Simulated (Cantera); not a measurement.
Mixture: CH4 : C2H6 : O2 : N2 = 1 : 0.039 : 5.34 : 20.1 (molar parts), equivalence ratio 0.40, at 0.400 bar, adiabatic and at constant volume. Ignition delay is the time to a rise of 400 K.

Computed with Cantera and GRI-Mech 3.0 (53 species, 325 reactions).

Problem. What does this change do: 1 parts CO2 added?

Solution. 
```
quantity                                                before       after
--------------------------------------------------  ----------  ----------
delay at 1025 K                                        0.273 s     0.287 s
delay at 1125 K                                        59.5 ms     62.9 ms
delay at 1225 K                                        14.5 ms     15.4 ms
delay at 1325 K                                        4.05 ms     4.27 ms
delay at 1425 K                                        1.34 ms     1.41 ms
delay at 1525 K                                       0.545 ms    0.569 ms
delay at 1625 K                                       0.265 ms    0.277 ms
apparent activation energy between 1425 and 1625 K  160 kJ/mol  160 kJ/mol
```
